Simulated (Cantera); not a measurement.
A perfectly stirred reactor is fed with 32.6 % H₂, 14.2 % O₂, 53.3 % N₂, equivalence ratio 1.1, at 10.0 bar; it is adiabatic with a 450 K inlet, and is followed from long to short residence time, starting on the burning branch (τ in s: 0.22, 0.055, 0.014, 0.0035, 0.00089, 0.00023, 5.7e-05, 1.5e-05, 3.7e-06).

Cantera simulation using GRI-Mech 3.0 (53 species, 325 reactions); the numbers are that mechanism's predictions, not measurements. The hydrogen kinetics of GRI-Mech 3.0 are dated; newer H2 mechanisms differ, most at raised pressure.

x: mole fraction; the columns are a selection and need not sum to one.

| τ (s) | T (K) | x H₂ | x O₂ | x NO | x H | x H₂O₂ | x H₂O |
|---|---|---|---|---|---|---|---|
| 0.22 | 2524 | 0.0501 | 0.000193 | 0.000638 | 0.00200 | 1.06e-7 | 0.326 |
| 0.055 | 2523 | 0.0501 | 0.000201 | 0.000628 | 0.00201 | 1.08e-7 | 0.326 |
| 0.014 | 2522 | 0.0502 | 0.000233 | 0.000594 | 0.00209 | 1.17e-7 | 0.326 |
| 0.0035 | 2518 | 0.0503 | 0.000349 | 0.000496 | 0.00236 | 1.51e-7 | 0.325 |
| 0.00089 | 2503 | 0.0510 | [?] | [?] | [?] | [?] | 0.323 |
| 0.00023 | 2468 | 0.0528 | 0.00164 | 0.000211 | 0.00499 | 5.09e-7 | 0.318 |
| 5.7e-5 | 2395 | 0.0568 | 0.00378 | 0.000125 | 0.00880 | 9.69e-7 | 0.309 |
| 1.5e-5 | 2272 | 0.0633 | 0.00773 | 8.15e-5 | 0.0158 | 1.61e-6 | 0.293 |
| 3.7e-6 | [?] | [?] | [?] | [?] | [?] | [?] | [?] |

Question: Some entries are withheld; supply them.

Answer: 
- 0.00089, x O₂: 0.000708
- 0.00089, x NO: 0.000341
- 0.00089, x H: 0.00316
- 0.00089, x H₂O₂: 2.56e-7
- 3.7e-6, T (K): 2067
- 3.7e-6, x H₂: 0.0744
- 3.7e-6, x O₂: 0.0153
- 3.7e-6, x NO: 5.30e-5
- 3.7e-6, x H: 0.0279
- 3.7e-6, x H₂O₂: 2.78e-6
- 3.7e-6, x H₂O: 0.269
